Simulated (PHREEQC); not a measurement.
1 kg of water holding 0.023 mol NaCl, 0.19 mol KCl and 0.0064 mol NaHCO3 is evaporated at 25 °C; the solids stay in contact with the brine. CO2 is held at log p = -3.4 (atm). The run lets Halite, Kalicinite, Nahcolite, Natron, Sylvite, Trona precipitate or redissolve, and no other solid.

The numbers come from PHREEQC with the Pitzer model, pitzer.dat.

```json
[
 {"water left (kg)": "1", "ionic strength": "0.220", "water activity": "0.993", "Sylvite (mol)": "0", "Halite (mol)": "0"},
 {"water left (kg)": "0.5552", "ionic strength": "___", "water activity": "0.987", "Sylvite (mol)": "0", "Halite (mol)": "0"},
 {"water left (kg)": "0.2534", "ionic strength": "0.871", "water activity": "0.972", "Sylvite (mol)": "0", "Halite (mol)": "0"},
 {"water left (kg)": "0.1407", "ionic strength": "1.57", "water activity": "___", "Sylvite (mol)": "0", "Halite (mol)": "0"},
 {"water left (kg)": "0.06422", "ionic strength": "3.45", "water activity": "0.890", "Sylvite (mol)": "0", "Halite (mol)": "0"},
 {"water left (kg)": "0.03568", "ionic strength": "5.25", "water activity": "0.828", "Sylvite (mol)": "0.0346", "Halite (mol)": "0"},
 {"water left (kg)": "0.01983", "ionic strength": "___", "water activity": "0.816", "Sylvite (mol)": "___", "Halite (mol)": "0"},
 {"water left (kg)": "0.009079", "ionic strength": "___", "water activity": "___", "Sylvite (mol)": "___", "Halite (mol)": "0"},
 {"water left (kg)": "0.005063", "ionic strength": "8.33", "water activity": "0.713", "Sylvite (mol)": "0.180", "Halite (mol)": "0.000442"}
]
```

Fill in the missing entries.


- 0.5552, ionic strength: 0.397
- 0.1407, water activity: 0.950
- 0.01983, ionic strength: 5.63
- 0.01983, Sylvite (mol): 0.110
- 0.009079, ionic strength: 6.68
- 0.009079, water activity: 0.779
- 0.009079, Sylvite (mol): 0.162

Complexes and solids missing from the database can't appear.
